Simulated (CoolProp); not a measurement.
Vapour-liquid equilibrium of isobutane (1) + n-butane (2) at 262 K; x and y are mole fractions of (1).

The numbers come from the multi-fluid Helmholtz-energy mixture model, Bücker 2006 and Bücker 2006; pair parameters Kunz 2012 in CoolProp.

Question: Give the bubble pressure and the first vapour's composition at x = 0.55, 0.75, 0.85. Is there an azeotrope?

Answer: x = 0.55: 86.92 kPa, y = 0.652; x = 0.75: 94.36 kPa, y = 0.821; x = 0.85: 98.10 kPa, y = 0.896. No azeotrope shows between x = 0.05 and 0.95.

The pair parameters rest on a limited set of measurements; away from them the model extrapolates.
